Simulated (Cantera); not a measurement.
A closed system holds: 1 mol SO2, 0.56 mol O2, at 0.000240 bar.

Cantera equilibrium calculation (NASA polynomials, part measured and part estimated; ideal gas, pure solids and liquids). Candidate condensed phases: S; 10 gas species. Equilibrium is a limit: real reactors are often held back by kinetics, nucleation or transport.

x: gas mole fraction; nothing condenses.

```
T (K)    x O    x S     x SO  x O2     x SO2
-----  -----  -----  -------  ----  --------
3073   0.745  0.231   0.0168   ___  0.000250
3123   0.749  0.234   0.0122   ___  0.000129
3173   0.751  0.237  0.00895   ___   6.73e-5
3223   0.753  0.238  0.00659   ___   3.57e-5
3273   0.754  0.239  0.00489   ___   1.93e-5
3323   0.755  0.240  0.00365   ___   1.06e-5
3373   0.755  0.241  0.00275   ___   5.92e-6
3423   0.756  0.241  0.00208   ___   3.35e-6
3473   0.756  0.242  0.00159   ___   1.93e-6
3523   0.756  0.242  0.00122   ___   1.13e-6
```

### Question
Some entries are withheld; supply them.

### Answer

- 3073, x O2: 0.00638
- 3123, x O2: 0.00466
- 3173, x O2: 0.00344
- 3223, x O2: 0.00255
- 3273, x O2: 0.00191
- 3323, x O2: 0.00144
- 3373, x O2: 0.00110
- 3423, x O2: 0.000839
- 3473, x O2: 0.000648
- 3523, x O2: 0.000503
